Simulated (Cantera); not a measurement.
Input: 1 mol CH3F, 0.42 mol HCl, at 51.0 mbar.

Cantera equilibrium calculation (NASA polynomials, part measured and part estimated; ideal gas, pure solids and liquids). Candidate condensed phases: C, C6H6, C7H8, C8H18; 118 gas species. Rates play no part.

Q: At 2775 K, list the 4 most abundant gas species with their mole fractions, and the condensed phases.

A: HF 0.365, H2 0.291, H 0.179, HCl 0.108. Condensed: C(graphite).
